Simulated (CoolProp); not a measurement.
CF4 (R14) at 399.12 K and 0.201 MPa is throttled through a valve to 0.13 MPa with no heat exchange. Each further row changes one setting.

Model: reference Helmholtz-energy equation of state, Platzer 1990, in CoolProp. This equation is an older, rougher fit.

```json
[
 {"case": "as stated", "temperature change (K)": "?", "final density (kg/m³)": "?"},
 {"case": "outlet pressure 0.039 MPa", "temperature change (K)": "?", "final density (kg/m³)": "?"},
 {"case": "outlet pressure 0.169 MPa", "temperature change (K)": "?", "final density (kg/m³)": "?"}
]
```

Question: Fill in the missing entries.

Answer: 
- as stated, temperature change (K): -0.2
- as stated, final density (kg/m³): 3.45
- outlet pressure 0.039 MPa, temperature change (K): -0.5
- outlet pressure 0.039 MPa, final density (kg/m³): 1.04
- outlet pressure 0.169 MPa, temperature change (K): -0.1
- outlet pressure 0.169 MPa, final density (kg/m³): 4.49
